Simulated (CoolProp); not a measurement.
Vapour-liquid equilibrium of ethanol (1) + acetone (2) at 191.65 °C; x and y are mole fractions of (1).

The numbers come from the multi-fluid Helmholtz-energy mixture model, Schroeder 2014 and Lemmon 2006; pair parameters Bell 2016 in CoolProp.

```csv
x,"bubble pressure, mixture model (MPa)","bubble pressure, Raoult's law (MPa)","y, mixture model","y, Raoult's law"
0.05,2.465,2.415,0.062,0.052
0.15,2.560,2.427,0.175,0.156
0.25,2.631,2.438,0.277,0.259
0.35,2.680,2.450,0.372,0.361
0.45,2.710,2.462,0.462,0.462
0.55,2.720,2.473,0.551,0.562
0.65,2.712,2.485,0.639,0.661
0.75,2.684,2.497,0.731,0.759
0.85,2.637,2.508,0.830,0.856
0.95,2.569,2.520,0.940,0.952
```

The largest gap from Raoult's law is +10.1 % in bubble pressure, at x = 0.45. y crosses x between x = 0.55 and 0.65: the model has an azeotrope there.

The pair parameters rest on a limited set of measurements; away from them the model extrapolates.
